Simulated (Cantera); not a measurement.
Mixture: CH₄ : C₂H₆ : O₂ : N₂ = 1 : 0.11 : 3.02 : 8.15 (molar parts), at 0.870 bar, adiabatic and at constant pressure. Ignition delay is the time to a rise of 400 K.

Model: GRI-Mech 3.0 (53 species, 325 reactions), integrated in Cantera.

Question: What does this change do: N2 8.15 to 19 parts?

Answer: 
```tsv
quantity	before	after
delay at 1098 K	17.4 ms	26.7 ms
delay at 1198 K	4.30 ms	7.59 ms
delay at 1298 K	1.39 ms	2.62 ms
delay at 1398 K	0.516 ms	0.966 ms
delay at 1498 K	0.215 ms	0.384 ms
apparent activation energy between 1448 and 1548 K	150 kJ/mol	160 kJ/mol
```
